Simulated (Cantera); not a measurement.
A Cantera script and its output.

```python
import numpy as np
import cantera as ct

gas = ct.Solution("gri30.yaml")
gas.TPX = 450, 500000, {'C2H6': 1, 'O2': 2.33, 'N2': 8.77, 'CO2': 0.022}
inlet = ct.Reservoir(gas, clone=True)
gas.equilibrate("HP")  # start burning
reactor = ct.IdealGasConstPressureReactor(gas, energy="on", clone=False)
exhaust = ct.Reservoir(gas, clone=True)
tau = [0.052, 0.024, 0.011, 0.0051, 0.0023, 0.0011, 0.0005, 0.00023, 0.00011, 4.9e-05][0]
for a, b in ((inlet, reactor), (reactor, exhaust)):
    ct.MassFlowController(a, b, mdot=lambda t: reactor.mass / tau)
net = ct.ReactorNet([reactor])
show = ['C2H6', 'O2', 'HCO', 'CH3', 'OH', 'H2O2', 'HCN']

rows = []
print(f"{'tau/s':>10s}{'T/K':>9s}" + "".join(f"{s:>11s}" for s in show))
for tau in [0.052, 0.024, 0.011, 0.0051, 0.0023, 0.0011, 0.0005, 0.00023, 0.00011, 4.9e-05]:
    net.initial_time = 0.0
    net.advance(30 * tau)
    before = gas.X
    net.advance(40 * tau)
    drift = np.max(np.abs(gas.X - before) / (gas.X + 1e-9))
    rows.append([gas.T, *gas[show].X, drift])
    print(f"{tau:10.3e}{gas.T:9.1f}" + "".join(f"{x:11.3e}" for x in gas[show].X))
```

Output:

```
     tau/s      T/K       C2H6         O2        HCO        CH3         OH       H2O2        HCN
 5.200e-02   2065.2  1.030e-06  1.081e-04  7.963e-08  7.258e-05  9.719e-05  4.089e-09  3.465e-05
 2.400e-02   2066.3  2.266e-06  2.159e-04  1.042e-07  1.258e-04  1.082e-04  7.999e-09  5.806e-05
 1.100e-02   2066.8  4.909e-06  4.201e-04  1.513e-07  2.043e-04  1.258e-04  1.604e-08  8.268e-05
 5.100e-03   2065.2  1.024e-05  7.782e-04  2.407e-07  3.093e-04  1.520e-04  3.196e-08  1.027e-04
 2.300e-03   2059.5  2.142e-05  1.412e-03  4.230e-07  4.491e-04  1.915e-04  6.508e-08  1.167e-04
 1.100e-03   2048.6  4.196e-05  2.384e-03  7.522e-07  6.103e-04  2.410e-04  1.252e-07  1.217e-04
 5.000e-04   2027.2  8.764e-05  4.168e-03  1.440e-06  8.279e-04  3.039e-04  2.527e-07  1.131e-04
 2.300e-04   1986.5  1.988e-04  7.671e-03  2.773e-06  1.113e-03  3.532e-04  5.258e-07  8.137e-05
 1.100e-04   1873.7  6.773e-04  1.804e-02  5.256e-06  1.436e-03  2.920e-04  1.347e-06  2.280e-05
 4.900e-05    450.0  8.249e-02  1.922e-01  3.972e-36  3.726e-25  7.524e-33  2.267e-18  6.774e-20
```

Cantera simulation using GRI-Mech 3.0 (53 species, 325 reactions); the numbers are that mechanism's predictions, not measurements.
